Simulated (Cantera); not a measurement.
A Cantera script and what it prints.

```python
import numpy as np
import cantera as ct

gas_names = [...]  # 92 gases of nasa_gas.yaml made of C, H, N
cond_names = """
    C(gr) C6H6(L) C7H8(L) C8H18(L),n-octa
""".split()


# ... load() reads the species with a 1 bar reference pressure and builds the phases ...
atoms = {
    'C2H6': {'C': 2, 'H': 6},
    'NH3': {'N': 1, 'H': 3},
    'H2': {'H': 2},
}
top_T = {'C(gr)': 4500}  # K; cautious upper limits of use, not melting points


# ... equilibrate(T, P, feed) seeds the gas with the atoms and calls Mixture.equilibrate('TP', solver="vcs", rtol=1e-11, max_steps=5000) ...
results = []
feed = {'C2H6': 1, 'NH3': 0.026, 'H2': 11}  # mol
P = 640  # Pa
for T in [775, 875, 975, 1075, 1175, 1275, 1375, 1475, 1575, 1675, 1775, 1875]:
    mix = equilibrate(T, P, feed)
    results.append((T, P, feed, dict(zip(mix.species_names, mix.species_moles))))
    x = sorted(zip(gas.X, gas.species_names), reverse=True)
    print(f"T = {T:g} K  P = {P:g} Pa  gas = {mix.phase_moles(0):.4g} mol")
    print("   x: " + "  ".join(f"{s} {v:.3e}" for v, s in x if v > 1e-06))
    print("   condensed (mol): " + ("  ".join(f"{mix.phase(i).name} {mix.phase_moles(i):.4g}"
          for i in range(1, mix.n_phases) if mix.phase_moles(i) > 1e-12) or "none"))
```

It prints:

```
T = 775 K  P = 640 Pa  gas = 13.88 mol
   x: H2 9.863e-01  CH4 1.274e-02  N2 9.365e-04
   condensed (mol): C(gr) 1.823
T = 875 K  P = 640 Pa  gas = 14.01 mol
   x: H2 9.963e-01  CH4 2.774e-03  N2 9.275e-04
   condensed (mol): C(gr) 1.961
T = 975 K  P = 640 Pa  gas = 14.04 mol
   x: H2 9.983e-01  N2 9.258e-04  CH4 8.014e-04
   condensed (mol): C(gr) 1.989
T = 1075 K  P = 640 Pa  gas = 14.05 mol
   x: H2 9.988e-01  N2 9.251e-04  CH4 2.879e-04
   condensed (mol): C(gr) 1.996
T = 1175 K  P = 640 Pa  gas = 14.05 mol
   x: H2 9.989e-01  N2 9.244e-04  CH4 1.223e-04  HCN 1.707e-06  H 1.532e-06
   condensed (mol): C(gr) 1.998
T = 1275 K  P = 640 Pa  gas = 14.05 mol
   x: H2 9.990e-01  N2 9.227e-04  CH4 5.920e-05  H 9.210e-06  HCN 4.943e-06
   condensed (mol): C(gr) 1.999
T = 1375 K  P = 640 Pa  gas = 14.05 mol
   x: H2 9.990e-01  N2 9.190e-04  H 4.281e-05  CH4 3.179e-05  HCN 1.223e-05  C2H2,acetylene 1.776e-06
   condensed (mol): C(gr) 1.999
T = 1475 K  P = 640 Pa  gas = 14.05 mol
   x: H2 9.989e-01  N2 9.115e-04  H 1.620e-04  HCN 2.666e-05  CH4 1.856e-05  C2H2,acetylene 6.661e-06
   condensed (mol): C(gr) 1.999
T = 1575 K  P = 640 Pa  gas = 14.06 mol
   x: H2 9.985e-01  N2 8.982e-04  H 5.191e-04  HCN 5.238e-05  C2H2,acetylene 2.107e-05  CH4 1.160e-05  HNC 1.115e-06
   condensed (mol): C(gr) 1.998
T = 1675 K  P = 640 Pa  gas = 14.06 mol
   x: H2 9.975e-01  H 1.450e-03  N2 8.760e-04  HCN 9.424e-05  C2H2,acetylene 5.793e-05  CH4 7.672e-06  HNC 2.644e-06
   condensed (mol): C(gr) 1.997
T = 1775 K  P = 640 Pa  gas = 14.08 mol
   x: H2 9.952e-01  H 3.609e-03  N2 8.421e-04  HCN 1.571e-04  C2H2,acetylene 1.417e-04  HNC 5.631e-06  CH4 5.307e-06
   condensed (mol): C(gr) 1.994
T = 1875 K  P = 640 Pa  gas = 14.11 mol
   x: H2 9.905e-01  H 8.155e-03  N2 7.937e-04  C2H2,acetylene 3.138e-04  HCN 2.445e-04  HNC 1.091e-05  CH4 3.804e-06
   condensed (mol): C(gr) 1.987
```

Method: chemical equilibrium by Gibbs-energy minimisation in Cantera with the NASA 1993 tables (ideal gas, pure condensed phases).
